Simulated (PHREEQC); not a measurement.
0.087 g of hydrous ferric oxide (600 m²/g; 0.2 weak and 0.005 strong sites per Fe, Dzombak-Morel constants, diffuse double layer) in 1 kg of water with 0.3 mol/kgw of an inert sodium salt and 1.3e-05 mol ZnCl2 and 6.6e-05 mol MnCl2, at 25 °C; the pH is set by adding NaOH or the inert anion's acid. The system is closed to oxygen. No CO2 enters from the air. Precipitation was switched off in this run.

Equilibrium calculation in PHREEQC: ion-association model, wateq4f.dat.

Task: Predict Zn sorbed (%), Mn sorbed (%), surface charge σ (C/m²), surface potential ψ (mV) at pH = 6, 7, 8, 9.5.

Result: 
| pH | Zn sorbed (%) | Mn sorbed (%) | surface charge σ (C/m²) | surface potential ψ (mV) |
|---|---|---|---|---|
| 6 | 15.0 | 0.7 | 0.155 | 83 |
| 7 | 53.6 | 4.0 | 0.071 | 49 |
| 8 | 94.3 | 36.5 | 0.027 | 21 |
| 9.5 | 94.9 | 95.3 | -0.018 | -14 |

Along this series the solution becomes supersaturated in solids that the run did not let form, among them Zincite(c). Complexes and solids missing from the database can't appear. The oxide is taken as insoluble; below pH 4 it would dissolve.
